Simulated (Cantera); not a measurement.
A freely propagating, adiabatic, planar premixed flame of H₂ : O₂ : N₂ : H₂O = 1 : 0.5 : 1.88 : 0.12 (molar parts), unburnt at 600 K and 100000 Pa; mixture-averaged transport, grid criteria slope 0.08 and curve 0.16, no radiation.

Computed with Cantera and the H2/O2 subset of GRI-Mech 3.0, which has no nitrogen chemistry. Burning velocities carry a grid error of a few per cent, more on coarse grids.

Q: How do the results move with these cheaper or finer settings: unity-Lewis-number transport; multicomponent transport; multicomponent+Soret transport; grid criteria slope 0.5, curve 1; grid criteria slope 0.25, curve 0.5; grid criteria slope 0.03, curve 0.06?

A: 
```
setting                               laminar burning velocity  thermal thickness  peak x(H₂O₂)  peak x(HO₂)  grid points
------------------------------------  ------------------------  -----------------  ------------  -----------  -----------
as above                                              706 cm/s           0.460 mm       1.82e-5     0.000347          131
unity-Lewis-number transport                          470 cm/s           0.352 mm       8.66e-6     0.000270          122
multicomponent transport                              695 cm/s           0.458 mm       1.84e-5     0.000348          131
multicomponent+Soret transport                        659 cm/s           0.452 mm       1.91e-5     0.000349          131
grid criteria slope 0.5, curve 1                      824 cm/s           0.576 mm       1.41e-5     0.000329           44
grid criteria slope 0.25, curve 0.5                   759 cm/s           0.515 mm       1.61e-5     0.000342           58
grid criteria slope 0.03, curve 0.06                  695 cm/s           0.449 mm       1.88e-5     0.000350          275
```
Unity Lewis numbers drop preferential diffusion, which matters most where H2 and H carry the flame; Soret adds thermal diffusion.
